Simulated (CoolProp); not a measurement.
Vapour-liquid equilibrium of R22 (1) + R123 (2) at -57.35 °C; x and y are mole fractions of (1).

Model: multi-fluid Helmholtz-energy mixture model, Kamei 1995 and Younglove 1994; pair parameters Bell 2016, in CoolProp.

Question: Give the bubble pressure and the first vapour's composition at x = 0.05, 0.2, 0.35. Is there an azeotrope?

Answer: x = 0.05: 0.003082 MPa, y = 0.691; x = 0.2: 0.009913 MPa, y = 0.919; x = 0.35: 0.01694 MPa, y = 0.961. No azeotrope shows between x = 0.05 and 0.95.

Pair parameters are fitted to limited data, so mixtures are less certain than the pure fluids. The gap from Raoult's law changes sign with composition, which may be real or a fault of the pair parameters; it wasn't checked against measurements.
